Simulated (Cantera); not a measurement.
An isothermal, constant-pressure homogeneous reactor starts with 9.09 % NO, 90.9 % N₂, at 2075 K and 50.3 Torr.

Model: GRI-Mech 3.0 (53 species, 325 reactions), integrated in Cantera.

x: mole fraction; the columns are a selection and need not sum to one.

```tsv
t (s)	x NO	x N₂O	x N₂	x O	x O₂	x NO₂
6.00e-5	0.0909	6.47e-8	0.909	6.57e-8	2.58e-11	5.82e-11
0.000163	0.0909	1.74e-7	0.909	1.81e-7	1.92e-10	4.10e-10
0.000445	0.0909	4.56e-7	0.909	5.09e-7	1.46e-9	2.67e-9
0.00121	0.0909	1.13e-6	0.909	1.50e-6	1.14e-8	1.48e-8
0.00330	0.0909	?	0.909	?	?	?
0.00899	0.0909	3.69e-6	0.909	?	?	?
0.0245	0.0908	4.01e-6	0.909	4.73e-5	7.70e-6	7.68e-7
0.0667	0.0906	3.92e-6	0.909	0.000120	6.32e-5	1.88e-6
0.182	0.0899	3.76e-6	0.910	0.000209	0.000398	3.10e-6
0.495	0.0873	3.49e-6	0.911	0.000271	0.00165	4.02e-6
1.35	0.0791	2.78e-6	0.915	0.000393	0.00571	5.54e-6
3.67	0.0543	1.27e-6	0.927	0.000629	0.0180	6.34e-6
10.0	0.0160	1.61e-7	0.946	0.000875	0.0370	2.65e-6
```

Q: Complete the blanks.

A: 
- 0.00330, x N₂O: 2.38e-6
- 0.00330, x O: 4.73e-6
- 0.00330, x O₂: 9.57e-8
- 0.00330, x NO₂: 6.58e-8
- 0.00899, x O: 1.56e-5
- 0.00899, x O₂: 8.60e-7
- 0.00899, x NO₂: 2.47e-7
